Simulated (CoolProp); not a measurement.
Saturation properties of cis-2-butene.

Values from CoolProp's reference Helmholtz-energy equation of state, Lemmon 2005. It is a short technical equation, of lower accuracy than the large ones.

| T (K) | p (MPa) | liquid density (kg/m³) | liquid cp (kJ/(kg K)) | vapour Z | surface tension (mN/m) |
|---|---|---|---|---|---|
| 243.9 | 0.02356 | 676.1 | 2.058 | 0.9849 | 21.2 |
| 247.9 | 0.02881 | 671.8 | 2.068 | 0.9827 | 20.7 |
| 251.9 | 0.03497 | 667.6 | 2.079 | 0.9802 | 20.1 |
| 255.8 | 0.04196 | 663.3 | 2.090 | 0.9776 | 19.6 |
| 259.8 | 0.05024 | 659.0 | 2.102 | 0.9746 | 19.1 |
| 263.8 | 0.05978 | 654.6 | 2.114 | 0.9714 | 18.5 |
| 267.7 | 0.07041 | 650.3 | 2.127 | 0.9681 | 18.0 |
| 271.7 | 0.08281 | 645.9 | 2.140 | 0.9644 | 17.5 |

It boils at 276.9 K under 1 atm.

Surface tension comes from a separate correlation (Mulero 2014).
